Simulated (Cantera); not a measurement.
What does this Cantera script print?

```python
import numpy as np
import cantera as ct

gas_names = """
    CL CL2 H HCL H2 Si SiCL SiCL2 SiCL3 SiCL4 SiH SiHCL3 SiH2 SiH2CL2 SiH3 SiH3CL SiH4 Si2 Si3
""".split()
cond_names = """
    Si(cr) Si(L)
""".split()


# ... load() reads the species with a 1 bar reference pressure and builds the phases ...
atoms = {
    'Si3H8': {'Si': 3, 'H': 8},
    'H2': {'H': 2},
    'Cl2': {'CL': 2},
}
top_T = {}  # K; cautious upper limits of use, not melting points


# ... equilibrate(T, P, feed) seeds the gas with the atoms and calls Mixture.equilibrate('TP', solver="vcs", rtol=1e-11, max_steps=5000) ...
results = []
T = 850  # K
P = 81000  # Pa
for m in [0.011, 0.017, 0.025, 0.038, 0.059, 0.089, 0.14, 0.21, 0.31, 0.48, 0.73]:
    feed = {'Si3H8': 1, 'H2': 13, 'Cl2': m}  # mol
    mix = equilibrate(T, P, feed)
    results.append((T, P, feed, dict(zip(mix.species_names, mix.species_moles))))

top = {s: max(r[3][s] / sum(r[3][g] for g in gas_names) for r in results) for s in gas_names}
cols = sorted((s for s in top if top[s] > 0.001), key=lambda s: -top[s])[:6]
seen = [c for c in cond_names if any(r[3].get(c, 0) > 1e-12 for r in results)]
print("log10 of partial pressures in bar; condensed amounts in mol")
print(f"{'n(Cl2)':>10s}" + "".join(f"{s[:9]:>10s}" for s in cols + seen))
for T, P, feed, n in results:
    ng = sum(n[g] for g in gas_names)
    print(f"{feed['Cl2']:10.4g}" + "".join(f"{np.log10(max(n[s] / ng * P / 1e5, 1e-99)):10.3f}" for s in cols)
          + "".join(f"{n.get(c, 0):10.4g}" for c in seen))
```

It prints:

```
log10 of partial pressures in bar; condensed amounts in mol
    n(Cl2)        H2     SiCL4    SiHCL3       HCL    Si(cr)
     0.011    -0.092    -4.424    -3.825    -3.472     2.995
     0.017    -0.092    -4.121    -3.597    -3.396     2.991
     0.025    -0.092    -3.870    -3.409    -3.333     2.987
     0.038    -0.092    -3.612    -3.216    -3.269     2.979
     0.059    -0.093    -3.355    -3.023    -3.205     2.967
     0.089    -0.093    -3.123    -2.849    -3.147     2.949
      0.14    -0.094    -2.876    -2.664    -3.086     2.919
      0.21    -0.095    -2.661    -2.503    -3.032     2.879
      0.31    -0.097    -2.459    -2.353    -2.983     2.821
      0.48    -0.099    -2.237    -2.187    -2.928     2.725
      0.73    -0.103    -2.028    -2.033    -2.878     2.584
```

These are equilibrium values from Cantera (NASA tables, ideal gas, pure condensed phases), not measurements of a reactor. The feed counts by its element totals alone. The tables' values for SiCl3 are old estimates; treat these amounts as uncertain.
